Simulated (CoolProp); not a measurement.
Aqueous ethylene glycol as a coolant, 26 % by mass, freezing at -11.6 °C, 1 atm.

The numbers come from the Melinder's fits for secondary coolants in CoolProp.

```
T (°C)  viscosity (mPa s)  density (kg/m³)  conductivity (W/(m K))  cp (kJ/(kg K))
------  -----------------  ---------------  ----------------------  --------------
-3.1                    …             1039                   0.458           3.735
1.9                  3.55             1038                       …           3.747
6.9                  2.96             1037                   0.468               …
11.9                 2.50             1035                   0.473           3.772
16.9                 2.14             1034                   0.479           3.785
21.9                 1.85             1032                   0.484           3.797
26.9                    …                …                   0.488           3.810
31.9                 1.41             1028                   0.493           3.822
```

Q: Fill in the missing entries.

A: 
- -3.1, viscosity (mPa s): 4.30
- 1.9, conductivity (W/(m K)): 0.463
- 6.9, cp (kJ/(kg K)): 3.760
- 26.9, viscosity (mPa s): 1.61
- 26.9, density (kg/m³): 1030
